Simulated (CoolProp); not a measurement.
Saturation properties of toluene (Tc = 318.6 °C, pc = 4.126 MPa, ω = 0.266).

Computed with CoolProp (reference Helmholtz-energy equation of state, Lemmon 2006). It is a short technical equation, of lower accuracy than the large ones.

| T (°C) | p (MPa) | liquid cp (kJ/(kg K)) | liquid viscosity (µPa s) |
|---|---|---|---|
| 113.55 | 0.1101 | 2.014 | 243 |
| 117.95 | 0.1243 | … | 236 |
| 122.25 | 0.1395 | 2.048 | 229 |
| 126.65 | 0.1565 | 2.065 | … |
| 130.95 | … | 2.082 | 215 |
| 135.35 | 0.1949 | … | 209 |
| 139.65 | 0.2163 | 2.116 | 203 |
| 143.95 | 0.2395 | 2.133 | … |
| 148.35 | 0.2652 | 2.151 | 191 |
| 152.65 | 0.2923 | 2.169 | 186 |
| 157.05 | 0.3222 | 2.187 | 181 |
| 161.35 | 0.3535 | 2.205 | 176 |

**Question.** Some entries are withheld; supply them.

**Answer.** 
- 117.95, liquid cp (kJ/(kg K)): 2.031
- 126.65, liquid viscosity (µPa s): 222
- 130.95, p (MPa): 0.1746
- 135.35, liquid cp (kJ/(kg K)): 2.099
- 143.95, liquid viscosity (µPa s): 197

It boils at 110.6 °C under 1 atm.

Viscosity comes from a separate model (Avgeri 2015).
